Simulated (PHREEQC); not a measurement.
Dissolve 3.2 mmol/kgw ZnSO4, 47 mmol/kgw CaCl2 and 0.12 mmol/kgw NaHCO3 at 25 °C. Closed to the air; pH follows from the charge balance.

All values are PHREEQC results (ion-association model, wateq4f.dat), not measurements.

Problem. The ionic strength comes out as 0.147 mol/kgw. What activity coefficients do ZnOH+, ZnCl+, Cl-, Zn(SO4)2-2, HCO3- get?

Solution. ZnOH+ 0.76, ZnCl+ 0.74, Cl- 0.74, Zn(SO4)2-2 0.33, HCO3- 0.77.

This is a speciation only: nothing precipitates in the calculation.
